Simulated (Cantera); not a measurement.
Feed: 1 mol Si(CH3)4, 0.061 mol HCl, 190 mol H2, 0.25 mol C2H2, at 7.50 Torr.

Method: chemical equilibrium by Gibbs-energy minimisation in Cantera with the NASA 1993 tables (ideal gas, pure condensed phases). Candidate condensed phases: C, C6H6, C7H8, C8H18, Si, SiC; 109 gas species. Kinetics and transport are ignored.

Over these rows the condensed part is C(graphite) + SiC(s). Partial pressures as log10 of bar:

```csv
T (K),1000/T (1/K),log p Si,log p H2
1525,0.6557,-9.82,-2.00
1600,0.6250,-8.99,-2.00
1675,0.5970,-8.23,-2.00
1750,0.5714,-7.54,-2.00
1825,0.5479,-6.91,-2.00
1900,0.5263,?,-2.00
```

### Question
Fit log p(Si) = a + b·(1000/T) to the five rows, give the apparent enthalpy, and predict the row at 1900 K.

### Answer
Means: 1000/T = 0.5994, log p = -8.298. Sxy = -0.196273, Sxx = 0.0072671, so b = -27.01 and a = -8.298 − (-27.01)×0.5994 = 7.89.
Apparent enthalpy: −19.145 × (-27.01) = 517 kJ/mol. The condensed phases alone fix this pressure, through SiC(s) = Si(g) + C(graphite), so the slope is that reaction's ΔH° and the other gases don't enter. The five rows lie within 0.01 of the line.
Prediction at 1900 K: 7.89 + (-27.01)×0.5263 = -6.33. The computed value is -6.33, 0.00 from the line.
